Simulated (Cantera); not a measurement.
Mixture: 2.78 % C₂H₄, 19.8 % O₂, 74.8 % N₂, 2.61 % H₂O, at 0.987 atm, adiabatic and at constant volume. Ignition delay is the time to a rise of 400 K.

Detailed kinetics in Cantera: GRI-Mech 3.0 (53 species, 325 reactions). GRI-Mech 3.0 was tuned for natural gas; its chemistry of ethylene as a main component is partial and can be far from experiment. Where the delays flatten at high temperature, the 400 K rule measures the pace of heat release, not the induction time.

Predict: delay at 1273 K; delay at 1373 K; delay at 1473 K; delay at 1573 K; delay at 1673 K; apparent activation energy between 1573 and 1673 K.


| Quantity | Result |
|---|---|
| delay at 1273 K | 0.143 ms |
| delay at 1373 K | 74.1 µs |
| delay at 1473 K | 46.2 µs |
| delay at 1573 K | 31.5 µs |
| delay at 1673 K | 22.7 µs |
| apparent activation energy between 1573 and 1673 K | 71 kJ/mol |
